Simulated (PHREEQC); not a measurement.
Consider water at 30 °C with 0.12 mol H2SO4, 0.23 mol LiCl and 0.08 mol MgSO4 per kg of water. Closed to the air; pH follows from the charge balance.

Computed with PHREEQC (ion-association model, wateq4f.dat).

This is a speciation only: nothing precipitates in the calculation.

Task: Order these S species by the share of S that they hold, largest first: LiSO4-, SO4-2, MgSO4, HSO4-.

Result: HSO4- (61 %), SO4-2 (21 %), MgSO4 (14 %), LiSO4- (4.1 %)

The pH is 1.05 and the ionic strength 0.536 mol/kgw.
